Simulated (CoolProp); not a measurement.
Saturation properties of carbon dioxide.

Model: reference Helmholtz-energy equation of state, Span 1996, in CoolProp.

```csv
T (K),p (kPa),liquid density (kg/m³),vapour density (kg/m³),liquid viscosity (µPa s),vapour viscosity (µPa s)
227.5,…,1138,21.19,211,11.4
232.1,966.2,1121,25.14,196,11.7
236.6,1138,1103,29.56,182,11.9
241.2,1336,1084,34.70,169,12.2
245.7,1554,1065,40.44,157,12.5
250.3,1802,…,47.11,146,12.7
254.8,2072,1024,…,136,13.0
259.3,2370,1002,63.00,127,13.4
```

### Question
Fill in the missing entries.

### Answer

- 227.5, p (kPa): 811.1
- 250.3, liquid density (kg/m³): 1045
- 254.8, vapour density (kg/m³): 54.54

Viscosity comes from a separate model (Laesecke 2017).
